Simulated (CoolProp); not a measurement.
Vapour-liquid equilibrium of isohexane (1) + n-hexane (2) at 0.0102 bar; x and y are mole fractions of (1).

Model: multi-fluid Helmholtz-energy mixture model, Lemmon 2006 and Thol 2019; pair parameters Bell 2016, in CoolProp.

```json
[
 {"x": "0.05", "bubble temperature (K)": "243.6", "y at the bubble point": "0.082", "dew temperature at overall composition x (K)": "243.8", "liquid density (mol/L)": "8.151"},
 {"x": "0.125", "bubble temperature (K)": "242.9", "y at the bubble point": "0.194", "dew temperature at overall composition x (K)": "243.4", "liquid density (mol/L)": "8.152"},
 {"x": "0.2", "bubble temperature (K)": "242.3", "y at the bubble point": "0.296", "dew temperature at overall composition x (K)": "242.9", "liquid density (mol/L)": "8.153"},
 {"x": "0.275", "bubble temperature (K)": "241.7", "y at the bubble point": "0.389", "dew temperature at overall composition x (K)": "242.4", "liquid density (mol/L)": "8.154"},
 {"x": "0.35", "bubble temperature (K)": "241.1", "y at the bubble point": "0.474", "dew temperature at overall composition x (K)": "241.9", "liquid density (mol/L)": "8.155"},
 {"x": "0.425", "bubble temperature (K)": "240.5", "y at the bubble point": "0.552", "dew temperature at overall composition x (K)": "241.4", "liquid density (mol/L)": "8.155"},
 {"x": "0.5", "bubble temperature (K)": "240.0", "y at the bubble point": "0.623", "dew temperature at overall composition x (K)": "240.9", "liquid density (mol/L)": "8.155"},
 {"x": "0.575", "bubble temperature (K)": "239.5", "y at the bubble point": "0.690", "dew temperature at overall composition x (K)": "240.3", "liquid density (mol/L)": "8.155"},
 {"x": "0.65", "bubble temperature (K)": "239.0", "y at the bubble point": "0.752", "dew temperature at overall composition x (K)": "239.8", "liquid density (mol/L)": "8.155"},
 {"x": "0.725", "bubble temperature (K)": "238.6", "y at the bubble point": "0.810", "dew temperature at overall composition x (K)": "239.2", "liquid density (mol/L)": "8.155"},
 {"x": "0.8", "bubble temperature (K)": "238.1", "y at the bubble point": "0.865", "dew temperature at overall composition x (K)": "238.6", "liquid density (mol/L)": "8.154"},
 {"x": "0.875", "bubble temperature (K)": "237.7", "y at the bubble point": "0.917", "dew temperature at overall composition x (K)": "238.1", "liquid density (mol/L)": "8.154"},
 {"x": "0.95", "bubble temperature (K)": "237.4", "y at the bubble point": "0.967", "dew temperature at overall composition x (K)": "237.5", "liquid density (mol/L)": "8.153"}
]
```

No azeotrope shows between x = 0.05 and 0.95.

The pair parameters rest on a limited set of measurements; away from them the model extrapolates.
